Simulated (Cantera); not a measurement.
Charge: 1 mol Pb, 0.14 mol CO, 59 mol N2, equilibrated at 4700 Pa.

These are equilibrium values from Cantera (NASA tables, ideal gas, pure condensed phases), not measurements of a reactor. Candidate condensed phases: C, Pb, PbO, PbO2, Pb3O4; 27 gas species. Equilibrium is a limit: real reactors are often held back by kinetics, nucleation or transport.

Question: At 1273 K, list the 3 most abundant gas species with their mole fractions, and the condensed phases.

Answer: N2 0.981, Pb 0.0166, CO 0.00233. Condensed: gas only.
